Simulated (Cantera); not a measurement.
A perfectly stirred reactor is fed with N₂O : N₂ = 1 : 2.6 (molar parts), at 0.207 atm; it is held at 1425 K, and followed from long to short residence time.

Detailed kinetics in Cantera: GRI-Mech 3.0 (53 species, 325 reactions). GRI-Mech 3.0 was tuned for natural gas; its chemistry of N2O as a main component is partial and can be far from experiment. The temperature is held fixed by assumption; the heat of reaction is taken as removed at once.

x: mole fraction; the columns are a selection and need not sum to one.

```csv
τ (s),x N₂O,x O₂,x O,x NO₂,x NO,x N₂
5.7,0.0118,0.100,1.72e-5,?,0.0333,0.855
1.2,0.0424,0.0845,2.56e-5,?,0.0377,0.835
0.24,0.126,0.0533,3.10e-5,?,0.0270,0.794
0.048,0.222,0.0192,3.27e-5,?,0.0101,0.748
0.0098,0.264,0.00467,3.30e-5,?,0.00247,0.729
0.0020,0.275,0.000972,3.24e-5,?,0.000516,0.724
0.00041,0.277,0.000183,2.95e-5,?,9.71e-5,0.722
```

Problem. What belongs in the gaps?

Solution. 
- 5.7, x NO₂: 5.43e-5
- 1.2, x NO₂: 6.02e-5
- 0.24, x NO₂: 4.20e-5
- 0.048, x NO₂: 1.46e-5
- 0.0098, x NO₂: 2.73e-6
- 0.0020, x NO₂: 2.66e-7
- 0.00041, x NO₂: 1.28e-8
